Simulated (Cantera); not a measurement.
An adiabatic, constant-pressure homogeneous reactor starts with C3H8 : O2 : N2 = 1 : 2.63 : 9.89 (molar parts), equivalence ratio 1.9, at 1625 K and 2400 Torr.

Model: GRI-Mech 3.0 (53 species, 325 reactions), integrated in Cantera. GRI-Mech 3.0 was tuned for natural gas; its chemistry of propane as a main component is partial and can be far from experiment.

Task: Predict: time of steepest temperature rise; temperature at 0.500 s; equilibrium temperature; x(O2) at 0.500 s; x(NO) at 0.500 s; x(H) at 0.500 s; x(HCO) at 0.500 s.

Result: time of steepest temperature rise: 15.7 µs
temperature at 0.500 s: 2740 K
equilibrium temperature: 2740 K
x(O2) at 0.500 s: 7.70e-5 (gas-phase equilibrium 7.70e-5)
x(NO) at 0.500 s: 0.000557 (gas-phase equilibrium 0.000557)
x(H) at 0.500 s: 0.0128 (gas-phase equilibrium 0.0128)
x(HCO) at 0.500 s: 6.53e-7 (gas-phase equilibrium 6.53e-7)
